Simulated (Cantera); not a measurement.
Gas mixture: 100 % O2, at 10.0 bar, frozen composition.

Cantera's kinetic-theory transport with the Lennard-Jones parameters of GRI-Mech 3.0, ideal gas; thermal conductivity in the multicomponent form.

D: mixture-averaged diffusion coefficient of that species in the mixture.

```json
[
 {"T (K)": "400", "ρ (kg/m³)": "9.62", "cp (J/kg/K)": "941.4", "μ (µPa s)": "25.6", "λ (mW/m/K)": "33.9", "Pr": "0.712", "D (cm²/s) NO": "0.0344", "D (cm²/s) CO2": "0.0267", "D (cm²/s) H2O": "___"},
 {"T (K)": "650", "ρ (kg/m³)": "5.92", "cp (J/kg/K)": "1017", "μ (µPa s)": "36.0", "λ (mW/m/K)": "51.6", "Pr": "0.710", "D (cm²/s) NO": "0.0787", "D (cm²/s) CO2": "0.0629", "D (cm²/s) H2O": "___"},
 {"T (K)": "900", "ρ (kg/m³)": "4.28", "cp (J/kg/K)": "1074", "μ (µPa s)": "44.7", "λ (mW/m/K)": "67.7", "Pr": "0.709", "D (cm²/s) NO": "0.136", "D (cm²/s) CO2": "0.110", "D (cm²/s) H2O": "___"},
 {"T (K)": "1150", "ρ (kg/m³)": "3.35", "cp (J/kg/K)": "1109", "μ (µPa s)": "52.5", "λ (mW/m/K)": "82.1", "Pr": "0.709", "D (cm²/s) NO": "0.205", "D (cm²/s) CO2": "0.166", "D (cm²/s) H2O": "___"},
 {"T (K)": "1400", "ρ (kg/m³)": "2.75", "cp (J/kg/K)": "1134", "μ (µPa s)": "59.7", "λ (mW/m/K)": "95.6", "Pr": "0.708", "D (cm²/s) NO": "0.284", "D (cm²/s) CO2": "0.231", "D (cm²/s) H2O": "___"},
 {"T (K)": "1650", "ρ (kg/m³)": "2.33", "cp (J/kg/K)": "1155", "μ (µPa s)": "66.4", "λ (mW/m/K)": "108", "Pr": "0.708", "D (cm²/s) NO": "0.373", "D (cm²/s) CO2": "0.304", "D (cm²/s) H2O": "___"}
]
```

Complete the blanks.


- 400, D (cm²/s) H2O: 0.0405
- 650, D (cm²/s) H2O: 0.0999
- 900, D (cm²/s) H2O: 0.179
- 1150, D (cm²/s) H2O: 0.274
- 1400, D (cm²/s) H2O: 0.383
- 1650, D (cm²/s) H2O: 0.506
